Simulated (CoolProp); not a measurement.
Vapour-liquid equilibrium of carbon dioxide (1) + neopentane (2) at 270.8 K; x and y are mole fractions of (1).

Values from CoolProp's multi-fluid Helmholtz-energy mixture model, Span 1996 and Lemmon 2006; pair parameters Bell 2016.

| x | bubble pressure, mixture model (MPa) | bubble pressure, Raoult's law (MPa) | y, mixture model | y, Raoult's law |
|---|---|---|---|---|
| 0.05 | 0.2720 | 0.2251 | 0.760 | 0.727 |
| 0.125 | 0.5941 | 0.4657 | 0.889 | 0.879 |
| 0.2 | 0.9084 | 0.7064 | 0.926 | 0.927 |
| 0.275 | 1.197 | 0.9470 | 0.944 | 0.951 |
| 0.35 | 1.452 | 1.188 | 0.954 | 0.965 |
| 0.425 | 1.671 | 1.428 | 0.960 | 0.974 |
| 0.5 | 1.860 | 1.669 | 0.965 | 0.981 |
| 0.575 | 2.029 | 1.910 | 0.969 | 0.986 |
| 0.65 | 2.193 | 2.150 | 0.972 | 0.989 |
| 0.725 | 2.365 | 2.391 | 0.976 | 0.993 |
| 0.8 | 2.559 | 2.632 | 0.981 | 0.995 |
| 0.875 | 2.787 | 2.872 | 0.987 | 0.997 |
| 0.95 | 3.062 | 3.113 | 0.994 | 0.999 |

The largest gap from Raoult's law is +28.6 % in bubble pressure, at x = 0.2. No azeotrope shows between x = 0.05 and 0.95.

Pair parameters are fitted to limited data, so mixtures are less certain than the pure fluids. The gap from Raoult's law changes sign with composition, which may be real or a fault of the pair parameters; it wasn't checked against measurements.
